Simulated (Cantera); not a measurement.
A perfectly stirred reactor is fed with CO : H2 : CH4 : O2 : N2 = 1 : 0.24 : 0.57 : 2.71 : 26.8 (molar parts), at 5.00 bar; it is adiabatic with a 725 K inlet, and is followed from long to short residence time, starting on the burning branch (τ in s: 0.21, 0.099, 0.047, 0.023, 0.011, 0.0052, 0.0025, 0.0012, 0.00056, 0.00027, 0.00013, 6.1e-05).

Model: GRI-Mech 3.0 (53 species, 325 reactions), integrated in Cantera.

Task: What does this change do: 0.42 parts CO2 added?

Result: 
```json
[
 {"quantity": "blow-out, bracketed by the residence times tried", "before": "burning at 2.50 ms, out at 1.20 ms", "after": "burning at 2.50 ms, out at 1.20 ms"},
 {"quantity": "x(CO) at τ = 0.210 s", "before": "0.000204", "after": "0.000227"},
 {"quantity": "x(H2) at τ = 0.210 s", "before": "1.20e-5", "after": "1.23e-5"},
 {"quantity": "x(CH4) at τ = 0.210 s", "before": "6.33e-6", "after": "6.99e-6"},
 {"quantity": "x(CH2O) at τ = 0.210 s", "before": "5.29e-7", "after": "5.89e-7"},
 {"quantity": "x(C2H2) at τ = 0.210 s", "before": "2.86e-9", "after": "3.44e-9"},
 {"quantity": "x(CO) at τ = 2.50 ms", "before": "0.00597", "after": "0.00781"},
 {"quantity": "x(H2) at τ = 2.50 ms", "before": "0.000331", "after": "0.000418"},
 {"quantity": "x(CH4) at τ = 2.50 ms", "before": "0.000177", "after": "0.000248"},
 {"quantity": "x(CH2O) at τ = 2.50 ms", "before": "1.56e-5", "after": "2.13e-5"},
 {"quantity": "x(C2H2) at τ = 2.50 ms", "before": "2.27e-8", "after": "3.42e-8"}
]
```

Task: What does this change do: N2 26.8 to 19 parts?

Result: 
```tsv
quantity	before	after
blow-out, bracketed by the residence times tried	burning at 2.50 ms, out at 1.20 ms	burning at 0.270 ms, out at 0.130 ms
x(CO) at τ = 0.210 s	0.000204	0.000134
x(H2) at τ = 0.210 s	1.20e-5	1.39e-5
x(CH4) at τ = 0.210 s	6.33e-6	2.56e-6
x(CH2O) at τ = 0.210 s	5.29e-7	2.53e-7
x(C2H2) at τ = 0.210 s	2.86e-9	4.47e-10
x(CO) at τ = 2.50 ms	0.00597	0.00275
x(H2) at τ = 2.50 ms	0.000331	0.000235
x(CH4) at τ = 2.50 ms	0.000177	4.81e-5
x(CH2O) at τ = 2.50 ms	1.56e-5	5.58e-6
x(C2H2) at τ = 2.50 ms	2.27e-8	6.33e-9
```

Task: What does this change do: pressure from 5.00 bar to 1.00 bar?

Result: 
| quantity | before | after |
|---|---|---|
| blow-out, bracketed by the residence times tried | burning at 2.50 ms, out at 1.20 ms | burning at 1.20 ms, out at 0.560 ms |
| x(CO) at τ = 0.210 s | 0.000204 | 0.000418 |
| x(H2) at τ = 0.210 s | 1.20e-5 | 6.00e-5 |
| x(CH4) at τ = 0.210 s | 6.33e-6 | 7.81e-6 |
| x(CH2O) at τ = 0.210 s | 5.29e-7 | 6.70e-7 |
| x(C2H2) at τ = 0.210 s | 2.86e-9 | 2.82e-10 |
| x(CO) at τ = 2.50 ms | 0.00597 | 0.00808 |
| x(H2) at τ = 2.50 ms | 0.000331 | 0.000906 |
| x(CH4) at τ = 2.50 ms | 0.000177 | 0.000153 |
| x(CH2O) at τ = 2.50 ms | 1.56e-5 | 1.15e-5 |
| x(C2H2) at τ = 2.50 ms | 2.27e-8 | 1.41e-9 |
